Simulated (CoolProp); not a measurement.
Saturated liquid density (kg/m³) of chlorine: the reference equation beside estimates from Tc = 416.9 K, pc = 7.642 MPa, ω = 0.070. Rackett uses Z = 0.29056 − 0.08775 ω.

Computed with CoolProp (reference Helmholtz-energy equation of state, Thol 2021).

```csv
T (K),reference,Rackett,van der Waals,Redlich-Kwong,Soave-Redlich-Kwong,Peng-Robinson
245.2,1547,1458,971.4,1432,1428,1612
259.9,1506,1423,948.0,1392,1390,1571
274.6,1464,1386,923.3,1348,1349,1526
289.3,1420,1347,897.0,1302,1305,1478
304,1374,1306,869.0,1252,1257,1424
318.7,1326,1263,838.8,1198,1205,1366
333.4,1275,1216,806.0,1139,1147,1301
348.1,1220,1165,769.9,1074,1084,1228
362.8,1158,1109,729.6,1001,1012,1145
377.5,1087,1043,683.1,918.2,928.3,1049
392.2,1001,962.9,626.7,818.5,827.5,930.3
```

Absolute difference from the reference over all 11 rows, mean and median: Rackett 4.8 and 4.8 %, van der Waals 37.0 and 36.9 %, Redlich-Kwong 10.9 and 9.7 %, Soave-Redlich-Kwong 10.4 and 9.1 %, Peng-Robinson 3.4 and 3.6 %.
